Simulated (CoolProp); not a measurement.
A simple Rankine cycle with water: condensing at 299.15 K, boiler at 1.17 MPa, turbine inlet 500.1 K, turbine efficiency 0.9, pump efficiency 0.8, no recuperator. Each further row changes one setting.

Values from CoolProp's reference Helmholtz-energy equation of state, Wagner 2002.

| case | thermal efficiency (%) | net work (kJ/kg) | heat in (kJ/kg) | turbine exit temperature (K) | volume ratio over the turbine |
|---|---|---|---|---|---|
| as stated | 28.3 | 783 | 2770 | 299.2 | 179 |
| turbine inlet 520.1 K | 28.4 | … | 2820 | 299.2 | … |
| condensing temperature 291.15 K | 29.6 | 830 | 2810 | 291.1 | 279 |
| boiler pressure 0.819 MPa | 26.8 | 747 | … | 299.2 | 126 |
| turbine efficiency 0.8 | 25.1 | 696 | 2770 | 299.2 | 187 |

### Question
Complete the blanks.

### Answer

- turbine inlet 520.1 K, net work (kJ/kg): 801
- turbine inlet 520.1 K, volume ratio over the turbine: 173
- boiler pressure 0.819 MPa, heat in (kJ/kg): 2790

The expansion ends wet for: as stated; turbine inlet 520.1 K; condensing temperature 291.15 K; boiler pressure 0.819 MPa; turbine efficiency 0.8.
